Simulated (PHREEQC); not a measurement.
Make-up at 20 °C: 0.26 mol/kgw Na2CO3, 0.62 mol/kgw NaHCO3 and 0.19 mol/kgw NaCl. Closed to the air; pH follows from the charge balance.

Equilibrium calculation in PHREEQC: Pitzer model, pitzer.dat.

```json
[
 {"quantity": "pH", "before": "9.13", "after": "8.99"},
 {"quantity": "ionic strength (mol/kgw)", "before": "1.59", "after": "2.35"},
 {"quantity": "HCO3- (mol/kgw)", "before": "0.619", "after": "0.619"},
 {"quantity": "CO2 (mol/kgw)", "before": "0.000402", "after": "0.000442"},
 {"quantity": "SI of Nahcolite (NaHCO3)", "before": "-0.32", "after": "-0.14"},
 {"quantity": "SI of Natron (Na2CO3:10H2O)", "before": "-1.37", "after": "-1.22"}
]
```

Question: Name the change that produced these shifts.
A. NaCl from 0.19 to 0.95 mol/kgw
B. NaHCO3 from 0.62 to 0.682 mol/kgw
C. NaCl from 0.19 to 1.9 mol/kgw
D. 0.0094 mol/kgw KCl added
E. NaHCO3 from 0.62 to 0.124 mol/kgw

Answer: A, NaCl from 0.19 to 0.95 mol/kgw

No solid was allowed to form. In brines, pH and single-ion activities rest on the MacInnes convention.
